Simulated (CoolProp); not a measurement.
Aqueous sodium chloride as a coolant, 8 % by mass, freezing at -5.1 °C, 1 atm.

Model: Melinder's fits for secondary coolants, in CoolProp.

```
T (°C)  conductivity (W/(m K))  viscosity (mPa s)  cp (kJ/(kg K))  Prandtl number
------  ----------------------  -----------------  --------------  --------------
0.3                      0.557               1.97           3.771            13.3
7.5                      0.570               1.59           3.782               …
14.7                     0.582                  …           3.793            8.52
21.9                         …               1.10           3.802            7.02
29.1                     0.605              0.938           3.811            5.91
36.3                     0.617                  …               …            5.08
```

Task: Some entries are withheld; supply them.

Result: 
- 7.5, Prandtl number: 10.5
- 14.7, viscosity (mPa s): 1.31
- 21.9, conductivity (W/(m K)): 0.594
- 36.3, viscosity (mPa s): 0.819
- 36.3, cp (kJ/(kg K)): 3.820
